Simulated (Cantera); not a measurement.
Charge: 1 mol Si, 13 mol HCl, 86 mol H₂, at 1300 K.

Method: chemical equilibrium by Gibbs-energy minimisation in Cantera with the NASA 1993 tables (ideal gas, pure condensed phases). Candidate condensed phases: Si; 19 gas species. The tables' values for SiCl₃ are old estimates; treat these amounts as uncertain. Kinetics and transport are ignored.

x: gas mole fraction; nothing condenses.

| P (Pa) | x H₂ | x HCl | x SiCl₂ | x SiCl₄ | x SiHCl₃ | x SiCl₃ |
|---|---|---|---|---|---|---|
| 1 | 0.879 | 0.111 | 0.0101 | 1.03e-6 | 3.72e-7 | 4.18e-5 |
| 10 | 0.879 | 0.111 | 0.00996 | … | … | 0.000131 |
| 100 | 0.879 | 0.111 | 0.00957 | 9.72e-5 | 3.52e-5 | 0.000396 |
| 1000 | 0.881 | 0.108 | … | … | … | 0.00103 |
| 10000 | 0.888 | 0.102 | 0.00391 | 0.00336 | 0.00133 | 0.00149 |
| 100000 | 0.893 | 0.0969 | 0.000769 | 0.00591 | 0.00248 | 0.000876 |

**Question.** What belongs in the gaps?

**Answer.** 
- 1000, x SiCl₂: 0.00801
- 1000, x SiCl₄: 0.000780
- 1000, x SiHCl₃: 0.000289
- 10, x SiCl₄: 1.02e-5
- 10, x SiHCl₃: 3.68e-6
